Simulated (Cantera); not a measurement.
A closed system holds: 1 mol BF₃, 15 mol H₂O, held at 75.0 Torr.

Method: chemical equilibrium by Gibbs-energy minimisation in Cantera with the NASA 1993 tables (ideal gas, pure condensed phases). Candidate condensed phases: B, B₂O₃, B₃O₃H₃, H₂O; 43 gas species. Gases not in the tables: H₃BO₃. Equilibrium is a limit: real reactors are often held back by kinetics, nucleation or transport.

At 1623 K, list the 5 most abundant gas species with their mole fractions, and the condensed phases.

H₂O 0.784, HF 0.155, HBO₂ 0.0377, BOF 0.0207, H₂ 0.00101. Condensed: gas only.
